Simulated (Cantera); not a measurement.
**Premixed flame**

A freely propagating, adiabatic, planar premixed flame of 47.1 % H2, 9.79 % O2, 40.2 % N2, 2.92 % H2O, unburnt at 500 K and 825 Torr; mixture-averaged transport, grid criteria slope 0.08 and curve 0.16, no radiation.

Detailed kinetics in Cantera: the H2/O2 subset of GRI-Mech 3.0, which has no nitrogen chemistry. Burning velocities carry a grid error of a few per cent, more on coarse grids.

| z (mm) | T (K) | u (m/s) | x H2 | x O2 | x OH | x H | x H2O | x HO2 |
|---|---|---|---|---|---|---|---|---|
| -1.11 | 500 | 5.55 | 0.471 | 0.0979 | <1e-8 | <1e-8 | 0.0292 | <1e-8 |
| -0.742 | 500 | 5.55 | 0.471 | 0.0979 | <1e-8 | <1e-8 | 0.0292 | <1e-8 |
| -0.557 | 500 | 5.55 | 0.471 | 0.0979 | <1e-8 | <1e-8 | 0.0292 | <1e-8 |
| -0.371 | 500 | 5.56 | 0.471 | 0.0979 | <1e-8 | <1e-8 | 0.0292 | 4.74e-7 |
| -0.186 | 532 | 5.86 | 0.465 | 0.0981 | 5.31e-5 | 0.000118 | 0.0306 | 0.000281 |
| -0.0928 | 765 | 8.23 | 0.436 | 0.0916 | 0.000519 | 0.00493 | 0.0512 | 0.000217 |
| 0 | 1124 | 11.8 | 0.369 | 0.0658 | 0.00101 | 0.0279 | 0.110 | 8.70e-5 |
| 0.0928 | 1381 | 14.4 | 0.298 | 0.0253 | 0.00190 | 0.0551 | 0.189 | 2.94e-5 |
| 0.186 | 1501 | 15.6 | 0.271 | 0.00633 | 0.00200 | 0.0633 | 0.226 | 7.01e-6 |
| 0.371 | 1602 | 16.5 | 0.268 | 0.000519 | 0.00204 | 0.0573 | 0.239 | 5.50e-7 |
| 0.742 | 1697 | 17.4 | 0.276 | 0.000107 | 0.00201 | 0.0447 | 0.242 | 1.26e-7 |
| 1.48 | 1785 | 18.2 | 0.284 | 5.97e-5 | 0.00176 | 0.0321 | 0.244 | 7.45e-8 |
| 2.97 | 1858 | 18.8 | 0.290 | 2.87e-5 | 0.00135 | 0.0213 | 0.246 | 3.94e-8 |
x: mole fraction of selected species; z is measured from the peak of heat release.

```yaml
laminar_burning_velocity: 555 cm/s
thermal_thickness: 0.371 mm
peak x(OH): 0.00205
peak x(H): 0.0634
peak x(HO2): 0.000359
grid_points: 124
```
